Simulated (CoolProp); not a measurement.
Properties of C2F6 (R116) along the isobar 695 kPa (Tc = 293.0 K, pc = 3048 kPa, ω = 0.257).

Model: reference Helmholtz-energy equation of state, Lemmon 2006, in CoolProp. It is a short technical equation, of lower accuracy than the large ones.

```json
[
 {"T (K)": "216.8", "phase": "liquid", "isothermal compressibility (1/MPa)": "0.004554", "conductivity (mW/(m K))": "67.8", "fugacity coefficient": "0.3837"},
 {"T (K)": "242.5", "phase": "gas", "isothermal compressibility (1/MPa)": "1.798", "conductivity (mW/(m K))": "11.2", "fugacity coefficient": "[?]"},
 {"T (K)": "268.1", "phase": "gas", "isothermal compressibility (1/MPa)": "[?]", "conductivity (mW/(m K))": "12.9", "fugacity coefficient": "0.8984"},
 {"T (K)": "293.8", "phase": "gas", "isothermal compressibility (1/MPa)": "[?]", "conductivity (mW/(m K))": "14.7", "fugacity coefficient": "0.9255"},
 {"T (K)": "319.4", "phase": "gas", "isothermal compressibility (1/MPa)": "[?]", "conductivity (mW/(m K))": "16.6", "fugacity coefficient": "0.9442"},
 {"T (K)": "345.1", "phase": "gas", "isothermal compressibility (1/MPa)": "[?]", "conductivity (mW/(m K))": "18.6", "fugacity coefficient": "[?]"},
 {"T (K)": "370.7", "phase": "gas", "isothermal compressibility (1/MPa)": "1.489", "conductivity (mW/(m K))": "[?]", "fugacity coefficient": "0.9675"},
 {"T (K)": "396.4", "phase": "gas", "isothermal compressibility (1/MPa)": "1.476", "conductivity (mW/(m K))": "22.6", "fugacity coefficient": "0.9750"}
]
```

### Question
Complete the blanks.

### Answer

- 242.5, fugacity coefficient: 0.8573
- 268.1, isothermal compressibility (1/MPa): 1.644
- 293.8, isothermal compressibility (1/MPa): 1.572
- 319.4, isothermal compressibility (1/MPa): 1.532
- 345.1, isothermal compressibility (1/MPa): 1.506
- 345.1, fugacity coefficient: 0.9576
- 370.7, conductivity (mW/(m K)): 20.6

Thermal conductivity comes from a separate model (Huber 2003), an estimate that may be off by 10 % or more.
